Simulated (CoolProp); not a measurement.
Properties of CH2F2 (R32) along the isobar 0.101 MPa.

Model: reference Helmholtz-energy equation of state, Tillner-Roth 1997, in CoolProp.

| T (°C) | phase | density (kg/m³) | cv (kJ/(kg K)) | Joule-Thomson coefficient (K/MPa) | Prandtl number |
|---|---|---|---|---|---|
| -38.85 | gas | 2.787 | 0.6356 | 63.48 | 0.938 |
| -25.45 | gas | 2.618 | 0.6333 | 50.61 | 0.894 |
| -12.15 | gas | 2.472 | ? | 41.39 | 0.869 |
| 1.25 | gas | 2.343 | 0.6505 | 34.37 | 0.852 |
| 14.65 | gas | 2.227 | 0.6645 | 28.95 | 0.839 |
| 28.05 | gas | 2.123 | 0.6807 | 24.68 | 0.829 |
| 41.45 | gas | 2.029 | 0.6985 | 21.27 | 0.820 |
| 54.75 | gas | 1.944 | 0.7174 | 18.54 | ? |
| 68.15 | gas | 1.866 | 0.7373 | 16.28 | 0.805 |
| 81.55 | gas | 1.793 | ? | 14.40 | 0.798 |
| 94.95 | gas | 1.727 | 0.7788 | 12.83 | ? |
| 108.35 | gas | 1.665 | 0.8000 | 11.50 | 0.784 |
| 121.75 | gas | 1.607 | 0.8213 | 10.36 | 0.777 |
| 135.05 | gas | 1.554 | ? | 9.384 | 0.770 |
| 148.45 | gas | 1.504 | 0.8637 | 8.531 | 0.763 |
| 161.85 | gas | 1.457 | 0.8848 | 7.784 | 0.755 |

### Question
Some entries are withheld; supply them.

### Answer

- -12.15, cv (kJ/(kg K)): 0.6395
- 54.75, Prandtl number: 0.812
- 81.55, cv (kJ/(kg K)): 0.7579
- 94.95, Prandtl number: 0.791
- 135.05, cv (kJ/(kg K)): 0.8425

Viscosity comes from a separate model (Bell 2016), an estimate that may be off by 10 % or more. Thermal conductivity comes from a separate model (Huber 2003), an estimate that may be off by 10 % or more.
